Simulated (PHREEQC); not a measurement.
A made-up water analysis in mg/L, 90 °C, pH 3.37, pe 11.6:

```
constituent  mg/L
-----------  ----
Na            606
K             289
Ca            130
Mg             74
Cl            349
S(6) as SO4  2140
Mn(2)        1.88
Cu(2)        1.11
Al           70.3
```

Valence states are taken as typed.

Equilibrium calculation in PHREEQC: ion-association model, wateq4f.dat.

| quantity | before | after |
|---|---|---|
| ionic strength (mol/kgw) | 0.0577 | 0.161 |
| SO4-2 (mol/kgw) | 0.0133 | 0.0356 |
| K+ (mol/kgw) | 0.00680 | 0.0192 |
| MgSO4 (mol/kgw) | 0.00204 | 0.00675 |
| Ca+2 (mol/kgw) | 0.00191 | 0.00514 |
| SI of Gypsum (CaSO4:2H2O) | -0.59 | -0.04 |
| SI of Gibbsite (Al(OH)3) | +0.63 | +0.76 |

Question: Which change was made?
A) temperature from 90 to 40 °C at the same typed pH
B) Na from 606 to 303 mg/L
C) all concentrations times 3 at the same typed pH

Answer: C, all concentrations times 3 at the same typed pH

This is a speciation only: nothing precipitates in the calculation. Some of these states are supersaturated (in Boehmite (slow to form), Gibbsite (slow to form), for instance). Constants without temperature data keep their 25 °C values here.
